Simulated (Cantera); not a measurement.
A Cantera script and what it prints.

```python
import numpy as np
import cantera as ct

gas_names = """
    CL CLO CL2 H HCL HOCL HO2 H2 H2O H2O2 O OH O2 O3 Si SiCL SiCL2 SiCL3 SiCL4 SiH SiHCL3 SiH2 SiH2CL2
    SiH3 SiH3CL SiH4 SiO SiO2 Si2 Si3
""".split()
cond_names = """
    H2O(s) H2O(L) Si(cr) Si(L) SiO2(Lqz) SiO2(hqz) SiO2(L)
""".split()


# ... load() reads the species with a 1 bar reference pressure and builds the phases ...
atoms = {
    'SiH2Cl2': {'Si': 1, 'H': 2, 'CL': 2},
    'O3': {'O': 3},
    'H2': {'H': 2},
    'H2O': {'H': 2, 'O': 1},
}
top_T = {}  # K; cautious upper limits of use, not melting points


# ... equilibrate(T, P, feed) seeds the gas with the atoms and calls Mixture.equilibrate('TP', solver="vcs", rtol=1e-11, max_steps=5000) ...
results = []
feed = {'SiH2Cl2': 1, 'O3': 0.073, 'H2': 4.9, 'H2O': 1.1}  # mol
P = 1000  # Pa
for T in [1000, 1075, 1150, 1225, 1300, 1375, 1450, 1525, 1600, 1675, 1750, 1825]:
    mix = equilibrate(T, P, feed)
    results.append((T, P, feed, dict(zip(mix.species_names, mix.species_moles))))

top = {s: max(r[3][s] / sum(r[3][g] for g in gas_names) for r in results) for s in gas_names}
cols = sorted((s for s in top if top[s] > 0.0001), key=lambda s: -top[s])[:7]
seen = [c for c in cond_names if any(r[3].get(c, 0) > 1e-12 for r in results)]
print("log10 of partial pressures in bar; condensed amounts in mol")
print(f"{'T/K':>10s}" + "".join(f"{s[:9]:>10s}" for s in cols + seen))
for T, P, feed, n in results:
    ng = sum(n[g] for g in gas_names)
    print(f"{T:10.4g}" + "".join(f"{np.log10(max(n[s] / ng * P / 1e5, 1e-99)):10.3f}" for s in cols)
          + "".join(f"{n.get(c, 0):10.4g}" for c in seen))
```

It prints:

```
log10 of partial pressures in bar; condensed amounts in mol
       T/K        H2       HCL       SiO     SiCL4     SiCL2     SiCL3    SiHCL3 SiO2(hqz)   SiO2(L)
      1000    -2.061    -3.060   -10.253    -3.389    -5.769    -5.271    -4.542    0.6595         0
      1075    -2.064    -3.033    -8.558    -3.438    -4.788    -4.713    -4.374    0.6595         0
      1150    -2.071    -2.970    -7.214    -3.564    -4.106    -4.355    -4.357    0.6595         0
      1225    -2.082    -2.889    -6.169    -3.822    -3.716    -4.218    -4.522    0.6592         0
      1300    -2.092    -2.829    -5.311    -4.228    -3.525    -4.263    -4.832    0.6576         0
      1375    -2.099    -2.797    -4.577    -4.730    -3.455    -4.424    -5.227    0.6489         0
      1450    -2.107    -2.768    -3.962    -5.256    -3.473    -4.646    -5.660    0.6154         0
      1525    -2.123    -2.721    -3.499    -5.810    -3.619    -4.951    -6.159    0.5285         0
      1600    -2.146    -2.669    -3.223    -6.542    -4.011    -5.472    -6.859    0.4051         0
      1675    -2.158    -2.644    -3.125    -7.614    -4.722    -6.326    -7.871    0.3346         0
      1750    -2.162    -2.640    -3.105    -8.814    -5.547    -7.305    -8.990         0    0.3154
      1825    -2.165    -2.642    -3.092    -9.938    -6.319    -8.222   -10.036         0    0.2933
```

These are equilibrium values from Cantera (NASA tables, ideal gas, pure condensed phases), not measurements of a reactor. The tables' values for SiCl3 are old estimates; treat these amounts as uncertain. The tables hold silica as quartz up to 1696 K and as liquid above; real silica turns to tridymite and cristobalite and melts near 1996 K.
